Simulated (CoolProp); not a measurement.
The fluid at 298.15 K and 0.718 MPa is throttled through a valve to 0.0673 MPa with no heat exchange. The same conditions are run with several fluids, on thermodynamics alone (safety and materials aside).

Computed with CoolProp (reference Helmholtz-energy equation of state of each fluid (C2F6 (R116): Lemmon 2006; R13: Platzer 1990; CH3F (R41): Lemmon 2006; nitrous oxide: Lemmon 2006; sulfur hexafluoride: Guder 2009)). The equations of Platzer and Polt are older, rougher fits.

```csv
fluid,temperature change (K),final density (kg/m³)
C2F6 (R116),___,___
R13,___,___
CH3F (R41),-12.4,___
nitrous oxide,-7.3,1.23
sulfur hexafluoride,-6.6,___
```

**Question.** Some entries are withheld; supply them.

**Answer.** 
- C2F6 (R116), temperature change (K): -5.8
- C2F6 (R116), final density (kg/m³): 3.85
- R13, temperature change (K): -7.8
- R13, final density (kg/m³): 2.93
- CH3F (R41), final density (kg/m³): 0.970
- sulfur hexafluoride, final density (kg/m³): 4.09
